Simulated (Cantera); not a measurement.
A Cantera script and its output.

```python
import numpy as np
import cantera as ct

gas = ct.Solution("gri30.yaml")


def delay(T, t_max=10):
    gas.TPX = T, 500000, {'C3H8': 1, 'O2': 8.93, 'N2': 36.6, 'H2O': 6.6}
    reactor = ct.IdealGasConstPressureReactor(gas, clone=False)
    net = ct.ReactorNet([reactor])
    net.rtol, net.atol = 1e-8, 1e-16
    while net.time < t_max:
        t_old, T_old = net.time, reactor.T
        net.step()
        if reactor.T > T + 400:  # ignition: a rise of 400 K
            return t_old + (T + 400 - T_old) / (reactor.T - T_old) * (net.time - t_old)
    return np.nan


taus = []
for T in [1173, 1248, 1323, 1398, 1473, 1548, 1623, 1698, 1773, 1848]:
    taus.append(delay(T))
    print(f"T0 = {T:6g} K   tau = {taus[-1]:.4e} s")
```

Output:

```
T0 =   1173 K   tau = 4.2668e-03 s
T0 =   1248 K   tau = 1.0965e-03 s
T0 =   1323 K   tau = 3.2091e-04 s
T0 =   1398 K   tau = 1.1000e-04 s
T0 =   1473 K   tau = 4.4394e-05 s
T0 =   1548 K   tau = 2.0916e-05 s
T0 =   1623 K   tau = 1.1342e-05 s
T0 =   1698 K   tau = 6.9750e-06 s
T0 =   1773 K   tau = 4.8392e-06 s
T0 =   1848 K   tau = 3.8311e-06 s
```

Cantera simulation using GRI-Mech 3.0 (53 species, 325 reactions); the numbers are that mechanism's predictions, not measurements. GRI-Mech 3.0 was tuned for natural gas; its chemistry of propane as a main component is partial and can be far from experiment.
